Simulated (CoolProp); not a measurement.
A simple Rankine cycle with R124: condensing at 314.15 K, boiler at 1.66 MPa, turbine inlet 469 K, turbine efficiency 0.9, pump efficiency 0.6, no recuperator. Each further row changes one setting.

The numbers come from the reference Helmholtz-energy equation of state, de Vries 1995 in CoolProp.

| case | thermal efficiency (%) | net work (kJ/kg) | heat in (kJ/kg) | turbine exit temperature (K) | volume ratio over the turbine |
|---|---|---|---|---|---|
| as stated | 8.2 | ___ | 268 | 438.1 | 2.68 |
| condensing temperature 306.15 K | 9.7 | ___ | 277 | ___ | 3.33 |
| boiler pressure 1.16 MPa | 5.4 | ___ | 271 | 449.6 | ___ |
| turbine efficiency 0.8 | 7.2 | 19.3 | 268 | 440.8 | 2.70 |

Q: Complete the blanks.

A: 
- as stated, net work (kJ/kg): 21.9
- condensing temperature 306.15 K, net work (kJ/kg): 26.9
- condensing temperature 306.15 K, turbine exit temperature (K): 431.6
- boiler pressure 1.16 MPa, net work (kJ/kg): 14.6
- boiler pressure 1.16 MPa, volume ratio over the turbine: 1.87
